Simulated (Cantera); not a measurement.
A Cantera script and what it prints.

```python
import numpy as np
import cantera as ct

gas_names = """
    AL ALCL ALCL2 ALCL3 ALN AL2 AL2CL6 CL CL2 N N2
""".split()
cond_names = """
    AL(cr) AL(L) ALCL3(s) ALCL3(L) ALN(s)
""".split()


# ... load() reads the species with a 1 bar reference pressure and builds the phases ...
atoms = {
    'AlN': {'AL': 1, 'N': 1},
    'Cl2': {'CL': 2},
    'N2': {'N': 2},
}
top_T = {'ALN(s)': 2750}  # K; cautious upper limits of use, not melting points


# ... equilibrate(T, P, feed) seeds the gas with the atoms and calls Mixture.equilibrate('TP', solver="vcs", rtol=1e-11, max_steps=5000) ...
results = []
feed = {'AlN': 1, 'Cl2': 0.16, 'N2': 0.077}  # mol
P = 1333.22  # Pa
for T in [1075, 1125, 1175, 1225, 1275, 1325, 1375]:
    mix = equilibrate(T, P, feed)
    results.append((T, P, feed, dict(zip(mix.species_names, mix.species_moles))))

top = {s: max(r[3][s] / sum(r[3][g] for g in gas_names) for r in results) for s in gas_names}
cols = sorted((s for s in top if top[s] > 0.0001), key=lambda s: -top[s])[:7]
seen = [c for c in cond_names if any(r[3].get(c, 0) > 1e-12 for r in results)]
print("log10 of partial pressures in bar; condensed amounts in mol")
print(f"{'T/K':>10s}" + "".join(f"{s[:9]:>10s}" for s in cols + seen))
for T, P, feed, n in results:
    ng = sum(n[g] for g in gas_names)
    print(f"{T:10.4g}" + "".join(f"{np.log10(max(n[s] / ng * P / 1e5, 1e-99)):10.3f}" for s in cols)
          + "".join(f"{n.get(c, 0):10.4g}" for c in seen))
```

Output:

```
log10 of partial pressures in bar; condensed amounts in mol
       T/K        N2     ALCL3     ALCL2      ALCL    AL2CL6    ALN(s)
      1075    -2.135    -2.222    -6.247    -8.400    -5.863    0.8933
      1125    -2.135    -2.222    -5.793    -7.647    -6.108    0.8933
      1175    -2.135    -2.222    -5.379    -6.960    -6.331    0.8933
      1225    -2.135    -2.223    -4.999    -6.329    -6.535    0.8933
      1275    -2.135    -2.223    -4.649    -5.750    -6.722    0.8932
      1325    -2.135    -2.225    -4.328    -5.215    -6.896     0.893
      1375    -2.136    -2.229    -4.032    -4.720    -7.060    0.8926
```

Method: chemical equilibrium by Gibbs-energy minimisation in Cantera with the NASA 1993 tables (ideal gas, pure condensed phases). The tables' values for AlCl2 are old estimates; treat these amounts as uncertain.
